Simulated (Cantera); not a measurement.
Feed: 1 mol SiC, 0.28 mol H2O, 64 mol N2, at 1498.15 K and 0.630 Pa.

Method: chemical equilibrium by Gibbs-energy minimisation in Cantera with the NASA 1993 tables (ideal gas, pure condensed phases). Candidate condensed phases: C, C6H6, C7H8, C8H18, H2O, Si, SiC, SiO2, Si2N2O, Si3N4; 151 gas species. Equilibrium is a limit: real reactors are often held back by kinetics, nucleation or transport.

Base state: N2 0.991, H2 0.00411, CO 0.00229, SiO 0.00204, H 0.000440, Si 0.000248 (mole fractions); condensed: SiC(s).

What changes in the equilibrium state with this change: temperature from 1498.15 K to 2123.15 K?


```tsv
species	before	after
N2	0.991	0.971
Si	0.000248	0.0142
H	0.000440	0.00829
SiC2	<1e-9	0.00100
CN	1.61e-9	0.00101
C3	<1e-9	7.63e-5
C	<1e-9	5.88e-5
SiC(s), mol	0.852	0
C(graphite), mol	0	0.491
```
